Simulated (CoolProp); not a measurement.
Vapour-liquid equilibrium of propane (1) + dimethyl ether (2) at 340 K; x and y are mole fractions of (1).

Model: multi-fluid Helmholtz-energy mixture model, Lemmon 2009 and Wu 2011; pair parameters Bell 2016, in CoolProp.

```tsv
x	bubble pressure (kPa)	y at the bubble point	dew pressure at overall composition x (kPa)	liquid density (mol/L)
0.05	1776	0.083	1741	12.47
0.15	1932	0.220	1851	12.03
0.25	2062	0.332	1966	11.60
0.35	2171	0.429	2083	11.19
0.45	2261	0.516	2194	10.82
0.55	2333	0.599	2292	10.47
0.65	?	0.681	2370	?
0.75	2427	0.764	?	9.867
0.85	2446	0.853	2446	9.625
0.95	2442	0.948	2442	9.424
```

**Question.** Complete the blanks.

**Answer.** 
- 0.65, bubble pressure (kPa): 2389
- 0.65, liquid density (mol/L): 10.15
- 0.75, dew pressure at overall composition x (kPa): 2422

y crosses x between x = 0.85 and 0.95: the model has an azeotrope there.

Pair parameters are fitted to limited data, so mixtures are less certain than the pure fluids.
